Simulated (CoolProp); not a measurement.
A closed Brayton cycle with carbon dioxide: compressor inlet 305.15 K and 9.9 MPa, high pressure 26.4 MPa, turbine inlet 840 K, compressor efficiency 0.89, turbine efficiency 0.93, recuperator effectiveness 0 (on enthalpy, no pinch check). Each further row changes one setting.

The numbers come from the reference Helmholtz-energy equation of state, Span 1996 in CoolProp.

```tsv
case	thermal efficiency (%)	net work (kJ/kg)	compressor to turbine work	compressor exit (K)	turbine exit (K)
as stated	15.0	113	0.17	327.9	716.9
turbine inlet 790 K	15.1	104	0.18	327.9	[?]
compressor inlet 315.15 K	15.5	108	0.21	353.0	716.9
high pressure 22.4 MPa	12.8	[?]	0.16	[?]	[?]
recuperator effectiveness 0.5	22.7	113	0.17	327.9	716.9
```

Task: What belongs in the gaps?

Result: 
- turbine inlet 790 K, turbine exit (K): 671.4
- high pressure 22.4 MPa, net work (kJ/kg): 96.9
- high pressure 22.4 MPa, compressor exit (K): 323.3
- high pressure 22.4 MPa, turbine exit (K): 737.0
